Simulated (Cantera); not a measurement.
Input (Python, Cantera):

```python
import numpy as np
import cantera as ct

gas = ct.Solution("h2o2.yaml")
gas.TPX = 425, 45000, {'H2': 1, 'O2': 0.633, 'N2': 2.38}
flame = ct.FreeFlame(gas, width=0.07)
flame.set_refine_criteria(ratio=3, slope=0.08, curve=0.16)
flame.transport_model = "mixture-averaged"
flame.solve(loglevel=0, auto=True)
flame.transport_model = "multicomponent"
flame.soret_enabled = False
flame.solve(loglevel=0, refine_grid=True)
z, T = flame.grid, flame.T
thick = (T[-1] - T[0]) / np.gradient(T, z).max()
show = ['H2', 'O2', 'H2O2', 'O', 'H2O', 'HO2']
print(f"laminar burning velocity  {flame.velocity[0] * 100:.3f} cm/s")
print(f"burnt temperature         {T[-1]:.1f} K")
print(f"thermal thickness         {thick * 1e3:.4f} mm")
print(f"grid points               {len(z)}")
z0 = z[flame.heat_release_rate.argmax()]
print(f"{'z/mm':>9s}{'T/K':>9s}{'u/(m/s)':>9s}" + "".join(f"{s:>11s}" for s in show))
rows = []
for k in (-3, -2, -1.5, -1, -0.5, -0.25, 0, 0.25, 0.5, 1, 2, 4, 8):
    zz = z0 + k * thick
    rows.append([k * thick, np.interp(zz, z, T), np.interp(zz, z, flame.velocity),
                 *(np.interp(zz, z, flame.X[gas.species_index(s)]) for s in show)])
    print(f"{rows[-1][0] * 1e3:9.3f}{rows[-1][1]:9.1f}{rows[-1][2]:9.3f}" + "".join(f"{x:11.3e}" for x in rows[-1][3:]))
```

Result:

```
laminar burning velocity  303.164 cm/s
burnt temperature         2223.3 K
thermal thickness         1.1058 mm
grid points               114
     z/mm      T/K  u/(m/s)         H2         O2       H2O2          O        H2O        HO2
   -3.317    425.0    3.032  2.492e-01  1.577e-01  2.134e-15  1.444e-14  5.018e-13  9.845e-14
   -2.212    425.0    3.032  2.492e-01  1.577e-01  2.038e-13  1.115e-12  4.338e-11  9.821e-12
   -1.659    425.0    3.032  2.492e-01  1.577e-01  4.805e-12  1.851e-11  8.462e-10  2.210e-10
   -1.106    425.0    3.031  2.491e-01  1.578e-01  9.793e-10  1.581e-09  1.155e-07  4.257e-08
   -0.553    434.6    3.082  2.442e-01  1.585e-01  4.871e-06  1.677e-06  3.328e-04  1.000e-04
   -0.276    655.4    4.525  2.097e-01  1.546e-01  3.478e-05  1.503e-04  1.846e-02  1.609e-04
    0.000   1092.4    7.286  1.187e-01  1.211e-01  3.861e-06  4.108e-03  9.646e-02  5.879e-05
    0.276   1399.2    9.227  4.430e-02  6.983e-02  2.801e-06  1.140e-02  1.859e-01  2.799e-05
    0.553   1549.5   10.160  2.792e-02  5.420e-02  1.706e-06  1.305e-02  2.122e-01  1.859e-05
    1.106   1705.2   11.085  2.438e-02  4.878e-02  8.493e-07  1.166e-02  2.244e-01  1.328e-05
    2.212   1855.3   11.944  2.097e-02  4.525e-02  4.364e-07  9.083e-03  2.359e-01  9.326e-06
    4.423   1991.3   12.697  1.600e-02  4.220e-02  2.515e-07  6.249e-03  2.482e-01  6.128e-06
    8.846   2099.3   13.278  1.062e-02  3.997e-02  1.675e-07  3.799e-03  2.596e-01  3.921e-06
```

Cantera simulation using the H2/O2 subset of GRI-Mech 3.0, which has no nitrogen chemistry; the numbers are that mechanism's predictions, not measurements. Burning velocities carry a grid error of a few per cent, more on coarse grids.
